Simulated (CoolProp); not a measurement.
Model: reference Helmholtz-energy equation of state, Lemmon 2006, in CoolProp. It is a short technical equation, of lower accuracy than the large ones.

Question: Give the vapour pressure (bar), liquid density (kg/m³), vapour density (kg/m³), surface tension (mN/m) of saturated C2F6 (R116) at 234.4, 245.2, 277.5 K.

Answer: 
| T (K) | p (bar) | liquid density (kg/m³) | vapour density (kg/m³) | surface tension (mN/m) |
|---|---|---|---|---|
| 234.4 | 5.65 | 1410 | 47.1 | 5.90 |
| 245.2 | 8.16 | 1350 | 68.7 | 4.59 |
| 277.5 | 20.7 | 1090 | 208 | 1.13 |

Surface tension comes from a separate correlation (Mulero 2012).
